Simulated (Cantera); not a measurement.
A Cantera script and its output.

```python
import numpy as np
import cantera as ct

gas = ct.Solution("h2o2.yaml")
gas.TPX = 1050, 86000, {'H2': 0.34, 'O2': 1, 'N2': 5.8}
reactor = ct.IdealGasConstPressureReactor(gas, energy="off", clone=False)
net = ct.ReactorNet([reactor])
net.rtol, net.atol = 1e-08, 1e-18
show = ['H2', 'O2', 'H', 'H2O', 'OH', 'H2O2']
times = np.geomspace(2e-05, 30, 10)

steps = ct.SolutionArray(gas, extra=["t"])
rows = []
print(f"{'t/s':>10s}{'T/K':>9s}{'P/Pa':>11s}" + "".join(f"{s:>11s}" for s in show))
for t in times:
    while net.time < t:
        t_next = net.step()
        steps.append(gas.state, t=t_next)
    rows.append([np.interp(t, steps.t, y) for y in (steps.T, steps.P, *steps(*show).X.T)])
    print(f"{t:10.3e}{rows[-1][0]:9.1f}{rows[-1][1]:11.4g}" + "".join(f"{x:11.3e}" for x in rows[-1][2:]))
rate = np.gradient(steps.T, steps.t)
print("integrator steps:", len(steps.t))
if steps.T.max() > steps.T[0] + 200:
    print(f"time of steepest temperature rise: {steps.t[rate.argmax()]:.4e} s")
gas.TPX = 1050, 86000, {'H2': 0.34, 'O2': 1, 'N2': 5.8}
gas.equilibrate("TP")
print(f"equilibrium (TP): T = {gas.T:.1f} K  " + "  ".join(f"{s} {gas[s].X[0]:.3e}" for s in show))
```

Result:

```
       t/s      T/K       P/Pa         H2         O2          H        H2O         OH       H2O2
 2.000e-05   1050.0    8.6e+04  4.762e-02  1.401e-01  3.333e-10  3.539e-10  6.415e-11  2.379e-13
 9.711e-05   1050.0    8.6e+04  4.762e-02  1.401e-01  4.179e-08  1.060e-07  8.912e-09  4.438e-11
 4.715e-04   1050.0    8.6e+04  5.355e-03  1.212e-01  2.042e-04  4.299e-02  3.005e-04  6.326e-06
 2.289e-03   1050.0    8.6e+04  9.416e-04  1.195e-01  2.072e-06  4.779e-02  2.064e-05  4.753e-06
 1.112e-02   1050.0    8.6e+04  2.435e-04  1.192e-01  1.464e-07  4.852e-02  5.942e-06  1.553e-06
 5.397e-02   1050.0    8.6e+04  2.749e-05  1.191e-01  5.736e-09  4.875e-02  2.168e-06  5.725e-08
 2.621e-01   1050.0    8.6e+04  6.122e-07  1.191e-01  5.449e-11  4.878e-02  8.893e-07  1.841e-09
 1.272e+00   1050.0    8.6e+04  2.829e-10  1.191e-01  4.996e-13  4.878e-02  4.459e-07  4.594e-10
 6.179e+00   1050.0    8.6e+04  6.326e-11  1.191e-01  9.074e-14  4.878e-02  2.271e-07  1.219e-10
 3.000e+01   1050.0    8.6e+04  5.551e-11  1.191e-01  6.563e-14  4.878e-02  1.842e-07  8.101e-11
integrator steps: 1674
equilibrium (TP): T = 1050.0 K  H2 5.550e-11  O2 1.191e-01  H 6.559e-14  H2O 4.878e-02  OH 1.841e-07  H2O2 8.092e-11
```

Model: the H2/O2 subset of GRI-Mech 3.0, which has no nitrogen chemistry, integrated in Cantera. The temperature is held fixed by assumption; the heat of reaction is taken as removed at once.
